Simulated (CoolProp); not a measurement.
Cyclopropane at several states: density (kg/m³) from the reference equation and from simpler models built on Tc = 398.7 K, pc = 5605 kPa, ω = 0.131; each cubic takes its own stable root.

Values from CoolProp's reference Helmholtz-energy equation of state, Polt 1992. This equation is an older, rougher fit; its heat capacities, sound speeds and derivatives of the liquid may be far off and weren't checked against measurements.

| T (K) | p (kPa) | phase | reference | van der Waals | Redlich-Kwong | Peng-Robinson |
|---|---|---|---|---|---|---|
| 369.1 | 11000 | liquid | ___ | ___ | ___ | ___ |
| 333.4 | 21000 | liquid | 610.4 | ___ | 564.0 | 640.0 |
| 459.9 | 10.1 | gas | 0.1112 | 0.1112 | 0.1112 | 0.1112 |
| 322.7 | 32.4 | gas | 0.5102 | 0.5096 | 0.5100 | 0.5102 |
| 296.5 | 40.6 | gas | 0.6976 | 0.6960 | 0.6970 | 0.6974 |
| 467.4 | 10900 | supercritical | 219.5 | ___ | ___ | 213.7 |

**Question.** What belongs in the gaps?

**Answer.** 
- 369.1, reference: 526.9
- 369.1, van der Waals: 360.5
- 369.1, Redlich-Kwong: 469.8
- 369.1, Peng-Robinson: 533.2
- 333.4, van der Waals: 416.1
- 467.4, van der Waals: 229.2
- 467.4, Redlich-Kwong: 215.4
